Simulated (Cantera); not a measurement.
What does this Cantera script print?

```python
import numpy as np
import cantera as ct

gas_names = """
    AL ALH ALN ALO ALOH ALO2 ALO2H AL2 AL2O AL2O2 H HALO HNO HNO2 HNO3 HO2 H2 H2O H2O2 N NH NH2 NH3
    NH2OH NO NO2 NO3 N2 N2H2 N2H4 N2O O OH O2 O3
""".split()
cond_names = """
    AL(cr) AL(L) ALN(s) AL2O3(a) AL2O3(L) H2O(s) H2O(L)
""".split()


# ... load() reads the species with a 1 bar reference pressure and builds the phases ...
atoms = {
    'Al': {'AL': 1},
    'N2O': {'N': 2, 'O': 1},
    'H2': {'H': 2},
}
top_T = {'ALN(s)': 2750}  # K; cautious upper limits of use, not melting points


# ... equilibrate(T, P, feed) seeds the gas with the atoms and calls Mixture.equilibrate('TP', solver="vcs", rtol=1e-11, max_steps=5000) ...
results = []
feed = {'Al': 1, 'N2O': 26, 'H2': 6.2}  # mol
P = 13332.2  # Pa
for T in [750, 950, 1150, 1350, 1550, 1750, 1950, 2150]:
    mix = equilibrate(T, P, feed)
    results.append((T, P, feed, dict(zip(mix.species_names, mix.species_moles))))

top = {s: max(r[3][s] / sum(r[3][g] for g in gas_names) for r in results) for s in gas_names}
cols = sorted((s for s in top if top[s] > 0.0001), key=lambda s: -top[s])[:9]
seen = [c for c in cond_names if any(r[3].get(c, 0) > 1e-12 for r in results)]
print("log10 of partial pressures in bar; condensed amounts in mol")
print(f"{'T/K':>10s}" + "".join(f"{s[:9]:>10s}" for s in cols + seen))
for T, P, feed, n in results:
    ng = sum(n[g] for g in gas_names)
    print(f"{T:10.4g}" + "".join(f"{np.log10(max(n[s] / ng * P / 1e5, 1e-99)):10.3f}" for s in cols)
          + "".join(f"{n.get(c, 0):10.4g}" for c in seen))
```

It prints:

```
log10 of partial pressures in bar; condensed amounts in mol
       T/K        N2        O2       H2O        NO        OH         O        H2         H  AL2O3(a)
       750    -1.077    -1.530    -1.699    -7.009   -10.328   -14.959   -15.291   -20.145       0.5
       950    -1.077    -1.530    -1.699    -5.669    -7.949   -11.263   -11.674   -15.091       0.5
      1150    -1.077    -1.530    -1.699    -4.795    -6.394    -8.845    -9.301   -11.778       0.5
      1350    -1.077    -1.531    -1.699    -4.179    -5.300    -7.140    -7.624    -9.435       0.5
      1550    -1.077    -1.532    -1.700    -3.723    -4.487    -5.872    -6.376    -7.690       0.5
      1750    -1.078    -1.534    -1.701    -3.372    -3.861    -4.893    -5.411    -6.339       0.5
      1950    -1.079    -1.539    -1.705    -3.095    -3.366    -4.115    -4.644    -5.263       0.5
      2150    -1.082    -1.548    -1.715    -2.873    -2.968    -3.483    -4.023    -4.387       0.5
```

Cantera equilibrium calculation (NASA polynomials, part measured and part estimated; ideal gas, pure solids and liquids). Gases not in the tables: Al(OH)3.
